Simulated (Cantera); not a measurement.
Cantera run:

```python
import numpy as np
import cantera as ct

gas_names = """
    H HO2 H2 H2O H2O2 O OH O2 O3 Pb PbO Pb2
""".split()
cond_names = """
    H2O(s) H2O(L) Pb(cr) Pb(L) PbO(rd) PbO(yw) PbO(L) PbO2(s) Pb3O4(s)
""".split()


# ... load() reads the species with a 1 bar reference pressure and builds the phases ...
atoms = {
    'PbO': {'Pb': 1, 'O': 1},
    'H2': {'H': 2},
}
top_T = {'Pb3O4(s)': 820}  # K; cautious upper limits of use, not melting points


# ... equilibrate(T, P, feed) seeds the gas with the atoms and calls Mixture.equilibrate('TP', solver="vcs", rtol=1e-11, max_steps=5000) ...
results = []
feed = {'PbO': 1, 'H2': 3.4}  # mol
P = 10000  # Pa
for T in [475, 525, 575, 625, 675, 725, 775, 825, 875, 925]:
    mix = equilibrate(T, P, feed)
    results.append((T, P, feed, dict(zip(mix.species_names, mix.species_moles))))

top = {s: max(r[3][s] / sum(r[3][g] for g in gas_names) for r in results) for s in gas_names}
cols = sorted((s for s in top if top[s] > 0.001), key=lambda s: -top[s])[:6]
seen = [c for c in cond_names if any(r[3].get(c, 0) > 1e-12 for r in results)]
print("log10 of partial pressures in bar; condensed amounts in mol")
print(f"{'T/K':>10s}" + "".join(f"{s[:9]:>10s}" for s in cols + seen))
for T, P, feed, n in results:
    ng = sum(n[g] for g in gas_names)
    print(f"{T:10.4g}" + "".join(f"{np.log10(max(n[s] / ng * P / 1e5, 1e-99)):10.3f}" for s in cols)
          + "".join(f"{n.get(c, 0):10.4g}" for c in seen))
```

Output:

```
log10 of partial pressures in bar; condensed amounts in mol
       T/K        H2       H2O    Pb(cr)     Pb(L)
       475    -1.151    -1.531         1         0
       525    -1.151    -1.531         1         0
       575    -1.151    -1.531         1         0
       625    -1.151    -1.531         0         1
       675    -1.151    -1.531         0         1
       725    -1.151    -1.531         0         1
       775    -1.151    -1.531         0         1
       825    -1.151    -1.531         0         1
       875    -1.151    -1.531         0         1
       925    -1.151    -1.531         0    0.9999
```

Cantera equilibrium calculation (NASA polynomials, part measured and part estimated; ideal gas, pure solids and liquids).
